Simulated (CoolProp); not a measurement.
Saturation properties of tetrahydrofuran (Tc = 267.0 °C, pc = 5.304 MPa, ω = 0.234).

Model: reference Helmholtz-energy equation of state, Fiedler 2023, in CoolProp.

```json
[
 {"T (°C)": "-9.65", "p (MPa)": "0.003715", "liquid density (kg/m³)": "919.5", "enthalpy of vaporisation (kJ/kg)": "469.9", "liquid cp (kJ/(kg K))": "1.610"},
 {"T (°C)": "3.65", "p (MPa)": "0.007772", "liquid density (kg/m³)": "905.2", "enthalpy of vaporisation (kJ/kg)": "460.6", "liquid cp (kJ/(kg K))": "1.651"},
 {"T (°C)": "16.95", "p (MPa)": "0.01502", "liquid density (kg/m³)": "890.8", "enthalpy of vaporisation (kJ/kg)": "451.3", "liquid cp (kJ/(kg K))": "1.695"},
 {"T (°C)": "30.25", "p (MPa)": "0.02711", "liquid density (kg/m³)": "876.1", "enthalpy of vaporisation (kJ/kg)": "442.0", "liquid cp (kJ/(kg K))": "1.743"},
 {"T (°C)": "43.45", "p (MPa)": "0.04600", "liquid density (kg/m³)": "861.4", "enthalpy of vaporisation (kJ/kg)": "432.7", "liquid cp (kJ/(kg K))": "1.793"},
 {"T (°C)": "56.75", "p (MPa)": "0.07453", "liquid density (kg/m³)": "846.3", "enthalpy of vaporisation (kJ/kg)": "423.1", "liquid cp (kJ/(kg K))": "1.846"},
 {"T (°C)": "70.05", "p (MPa)": "0.1156", "liquid density (kg/m³)": "830.9", "enthalpy of vaporisation (kJ/kg)": "413.3", "liquid cp (kJ/(kg K))": "1.901"},
 {"T (°C)": "83.35", "p (MPa)": "0.1727", "liquid density (kg/m³)": "815.2", "enthalpy of vaporisation (kJ/kg)": "403.0", "liquid cp (kJ/(kg K))": "1.958"},
 {"T (°C)": "96.65", "p (MPa)": "0.2495", "liquid density (kg/m³)": "799.1", "enthalpy of vaporisation (kJ/kg)": "392.4", "liquid cp (kJ/(kg K))": "2.018"},
 {"T (°C)": "109.95", "p (MPa)": "0.3501", "liquid density (kg/m³)": "782.4", "enthalpy of vaporisation (kJ/kg)": "381.2", "liquid cp (kJ/(kg K))": "2.079"},
 {"T (°C)": "123.15", "p (MPa)": "0.4780", "liquid density (kg/m³)": "765.4", "enthalpy of vaporisation (kJ/kg)": "369.4", "liquid cp (kJ/(kg K))": "2.142"}
]
```

It boils at 65.9 °C under 1 atm.
